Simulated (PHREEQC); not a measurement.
A PHREEQC input (ion-association model, wateq4f.dat):

```
SOLUTION 1
  temp 8.8
  units mg/kgw
  pH 8.05
  pe 9.4
  Na 1450
  K 34.7
  Ca 412
  Mg 264
  Cl 3550
  S(6) 470 as SO4
  Alkalinity 22.3 as HCO3
  Ni 27.6
  Ba 2.75
  Li 7.29
  O(0) 8.32
END
USE solution 6
EQUILIBRIUM_PHASES 1
  Quartz 0 0.5
  Gypsum 0 0
  CO2(g) -2.5 10
END
```

It stops with these messages:

```
ERROR: Solution 6 not found.
```

The fault: USE names a solution that was never defined. The line should read `USE solution 1` where the input has `USE solution 6`. With the mend the run ends at pH 6.57 and ionic strength 0.130 mol/kgw.
